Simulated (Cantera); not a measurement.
Feed: 1 mol PbO, 0.055 mol CO, 0.24 mol H2, at 798 K and 75000 Pa.

Method: chemical equilibrium by Gibbs-energy minimisation in Cantera with the NASA 1993 tables (ideal gas, pure condensed phases). Candidate condensed phases: C, C6H6, C7H8, C8H18, H2O, Pb, PbO, PbO2, Pb3O4; 113 gas species. Equilibrium is a limit: real reactors are often held back by kinetics, nucleation or transport.

Base state: H2O 0.814, CO2 0.186, H2 5.08e-5 (mole fractions); condensed: Pb(l) + PbO(yellow).

**Question.** What changes in the equilibrium state with this change: H2 from 0.24 to 2.3 mol?

**Answer.** 
```json
[
 {"species": "H2", "before": "5.08e-5", "after": "0.533"},
 {"species": "H2O", "before": "0.814", "after": "0.443"},
 {"species": "CH4", "before": "<1e-9", "after": "0.0142"},
 {"species": "CO2", "before": "0.186", "after": "0.00768"},
 {"species": "CO", "before": "2.72e-6", "after": "0.00216"},
 {"species": "Pb(l), mol", "before": "0.295", "after": "1.00"},
 {"species": "PbO(yellow), mol", "before": "0.705", "after": "0"}
]
```
